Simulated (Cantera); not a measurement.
What does this Cantera script print?

```python
import numpy as np
import cantera as ct

gas_names = """
    C CH CH2 CH3 CH4 C2 C2H C2H2,acetylene C2H2,vinylidene C2H3,vinyl C2H4 C2H5 C2H6 C3 C3H3,propargyl
    C3H4,allene C3H4,propyne C3H4,cyclo- C3H5,allyl C3H6,propylene C3H6,cyclo- C3H7,n-propyl
    C3H7,i-propyl C3H8 C4 C4H2 C4H4,1,3-cyclo- C4H6,butadiene C4H6,2-butyne C4H6,cyclo- C4H8,1-butene
    C4H8,cis2-buten C4H8,tr2-butene C4H8,isobutene C4H8,cyclo- C4H9,n-butyl C4H9,i-butyl C4H9,s-butyl
    C4H9,t-butyl C4H10,isobutane C4H10,n-butane C5 C5H6,1,3cyclo- C5H8,cyclo- C5H10,1-pentene
    C5H10,cyclo- C5H11,pentyl C5H11,t-pentyl C5H12,n-pentane C5H12,i-pentane CH3C(CH3)2CH3 C6H2
    C6H5,phenyl C6H6 C6H10,cyclo- C6H12,1-hexene C6H12,cyclo- C6H13,n-hexyl C7H7,benzyl C7H8
    C7H14,1-heptene C7H15,n-heptyl C7H16,n-heptane C8H8,styrene C8H10,ethylbenz C8H16,1-octene
    C8H17,n-octyl C8H18,isooctane C8H18,n-octane C9H19,n-nonyl C10H8,naphthale C10H21,n-decyl
    C12H9,o-bipheny C12H10,bipheny H H2 Si SiC SiC2 SiC4H12 SiH SiH2 SiH3 SiH4 Si2 Si2C Si3
""".split()
cond_names = """
    C(gr) C6H6(L) C7H8(L) C8H18(L),n-octa Si(cr) Si(L) SiC(b)
""".split()


def load(file, names, dense=False):
    # The tables refer to 1 bar. Condensed volumes are neglected.
    table = {s.name: s for s in ct.Species.list_from_file(file)}
    out = []
    for n in names:
        d = dict(table[n].input_data)
        d["thermo"] = dict(d["thermo"], **{"reference-pressure": 1e5})
        if dense:
            d["equation-of-state"] = {"model": "constant-volume", "density": "1e6 g/cm^3"}
        out.append(ct.Species.from_dict(d))
    return out


gas = ct.Solution(thermo="ideal-gas", species=load("nasa_gas.yaml", gas_names))
cond = {s.name: ct.Solution(thermo="fixed-stoichiometry", species=[s], name=s.name)
        for s in load("nasa_condensed.yaml", cond_names, dense=True)}
atoms = {
    'Si(CH3)4': {'Si': 1, 'C': 4, 'H': 12},
    'C3H8': {'C': 3, 'H': 8},
    'H2': {'H': 2},
}
top_T = {'C(gr)': 4500, 'SiC(b)': 3050}  # K; cautious upper limits of use, not melting points


def equilibrate(T, P, feed):
    n = {}
    for name, mol in feed.items():
        for a, k in atoms[name].items():
            n[a] = n.get(a, 0.0) + k * mol
    gas.TPX = T, P, n
    mass = sum(n.values()) * gas.mean_molecular_weight
    gas.equilibrate("TP")
    valid = [c for c in cond.values() if c.min_temp <= T <= top_T.get(c.name, c.max_temp)]
    mix = ct.Mixture([(gas, mass / gas.mean_molecular_weight)] + [(c, 0.0) for c in valid])
    mix.T, mix.P = T, P
    mix.equilibrate("TP", solver="vcs", rtol=1e-11, max_steps=5000)
    return mix


results = []
feed = {'Si(CH3)4': 1, 'C3H8': 0.031, 'H2': 5.7}  # mol
P = 1000  # Pa
for T in [2023, 2073, 2123, 2173, 2223, 2273, 2323, 2373, 2423, 2473, 2523, 2573, 2623]:
    mix = equilibrate(T, P, feed)
    results.append((T, P, feed, dict(zip(mix.species_names, mix.species_moles))))

top = {s: max(r[3][s] / sum(r[3][g] for g in gas_names) for r in results) for s in gas_names}
cols = sorted((s for s in top if top[s] > 1e-05), key=lambda s: -top[s])[:9]
seen = [c for c in cond_names if any(r[3].get(c, 0) > 1e-12 for r in results)]
print("log10 of partial pressures in bar; condensed amounts in mol")
print(f"{'T/K':>10s}" + "".join(f"{s[:9]:>10s}" for s in cols + seen))
for T, P, feed, n in results:
    ng = sum(n[g] for g in gas_names)
    print(f"{T:10.4g}" + "".join(f"{np.log10(max(n[s] / ng * P / 1e5, 1e-99)):10.3f}" for s in cols)
          + "".join(f"{n.get(c, 0):10.4g}" for c in seen))
```

Output:

```
log10 of partial pressures in bar; condensed amounts in mol
       T/K        H2         H        Si      SiC2 C2H2,acet      Si2C       SiH       C2H        C3     C(gr)    SiC(b)
      2023    -2.009    -3.726    -5.469    -6.806    -5.058    -6.990    -6.665    -8.469   -10.314     3.076    0.9952
      2073    -2.012    -3.586    -5.149    -6.390    -4.924    -6.583    -6.396    -8.122    -9.804     3.073    0.9898
      2123    -2.017    -3.454    -4.845    -5.994    -4.798    -6.195    -6.140    -7.792    -9.320     3.072    0.9789
      2173    -2.023    -3.328    -4.554    -5.616    -4.680    -5.826    -5.897    -7.478    -8.857     3.077    0.9576
      2223    -2.032    -3.209    -4.277    -5.256    -4.569    -5.474    -5.666    -7.180    -8.417     3.092    0.9167
      2273    -2.044    -3.097    -4.012    -4.913    -4.467    -5.139    -5.447    -6.896    -7.996     3.128    0.8395
      2323    -2.060    -2.993    -3.758    -4.584    -4.375    -4.818    -5.241    -6.628    -7.594     3.202    0.6959
      2373    -2.082    -2.896    -3.516    -4.270    -4.293    -4.511    -5.047    -6.374    -7.209     3.345    0.4296
      2423    -2.113    -2.808    -3.306    -3.992    -4.224    -4.263    -4.888    -6.136    -6.841     3.567         0
      2473    -2.134    -2.719    -3.303    -3.923    -4.150    -4.421    -4.930    -5.903    -6.488     3.496         0
      2523    -2.159    -2.636    -3.309    -3.867    -4.083    -4.590    -4.982    -5.683    -6.150     3.412         0
      2573    -2.189    -2.558    -3.322    -3.820    -4.025    -4.768    -5.041    -5.473    -5.825     3.315         0
      2623    -2.223    -2.487    -3.341    -3.781    -3.975    -4.952    -5.108    -5.275    -5.513     3.206         0
```

These are equilibrium values from Cantera (NASA tables, ideal gas, pure condensed phases), not measurements of a reactor. Gases not in the tables: Si2H6 and higher silanes.
